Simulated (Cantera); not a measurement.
What does this Cantera script print?

```python
import numpy as np
import cantera as ct

gas = ct.Solution("gri30.yaml")


def delay(T, t_max=10):
    gas.TPX = T, 34000, {'CH4': 1, 'H2': 0.27, 'O2': 2.3, 'N2': 6.43}
    reactor = ct.IdealGasConstPressureReactor(gas, clone=False)
    net = ct.ReactorNet([reactor])
    net.rtol, net.atol = 1e-8, 1e-16
    while net.time < t_max:
        t_old, T_old = net.time, reactor.T
        net.step()
        if reactor.T > T + 400:  # ignition: a rise of 400 K
            return t_old + (T + 400 - T_old) / (reactor.T - T_old) * (net.time - t_old)
    return np.nan


taus = []
for T in [875, 925, 975, 1025, 1075, 1125, 1175, 1225, 1275]:
    taus.append(delay(T))
    print(f"T0 = {T:6g} K   tau = {taus[-1]:.4e} s")
```

Result:

```
T0 =    875 K   tau = 5.6388e-01 s
T0 =    925 K   tau = 2.2836e-01 s
T0 =    975 K   tau = 1.2210e-01 s
T0 =   1025 K   tau = 6.8057e-02 s
T0 =   1075 K   tau = 3.8125e-02 s
T0 =   1125 K   tau = 2.1560e-02 s
T0 =   1175 K   tau = 1.2432e-02 s
T0 =   1225 K   tau = 7.3713e-03 s
T0 =   1275 K   tau = 4.5199e-03 s
```

Detailed kinetics in Cantera: GRI-Mech 3.0 (53 species, 325 reactions). Below about 1000 K GRI-Mech 3.0 lacks low-temperature oxidation paths. Below about 950 K walls govern HO2 and H2O2 in real vessels.
